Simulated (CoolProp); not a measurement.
Vapour-liquid equilibrium of CH2F2 (R32) (1) + R236FA (2) at 276 K; x and y are mole fractions of (1).

The numbers come from the multi-fluid Helmholtz-energy mixture model, Tillner-Roth 1997 and Pan 2012; pair parameters Bell 2016 in CoolProp.

Task: Give the bubble pressure and the first vapour's composition at x = 0.35, 0.55, 0.65. Is there an azeotrope?

Result: x = 0.35: 3.781 bar, y = 0.768; x = 0.55: 5.299 bar, y = 0.876; x = 0.65: 6.063 bar, y = 0.912. No azeotrope shows between x = 0.05 and 0.95.

Pair parameters are fitted to limited data, so mixtures are less certain than the pure fluids.
